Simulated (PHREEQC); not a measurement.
**Spent oxide etchant (model solution)**

Make-up at 90 °C: 84.7 mmol/kgw HF, 2.1 mmol/kgw H2SiF6 and 7.3 mmol/kgw H3BO3. Closed to the air; pH follows from the charge balance.

Model: ion-association model, phreeqc.dat, run in PHREEQC.

Precipitation was switched off in this run.

### Question
What pH, ionic strength does the model give?

### Answer
pH 1.95; ionic strength 0.0147 mol/kgw.

### Question
In which forms is B present?

### Answer
BF4- 96 %, BF3OH- 2.5 %, H3BO3 0.9 %, BF2(OH)2- 0.6 % of the B.

Constants without temperature data keep their 25 °C values here. SiF6-2 is the database's only silicon fluoride. Real BF4- forms and hydrolyses slowly; the run takes it at equilibrium.
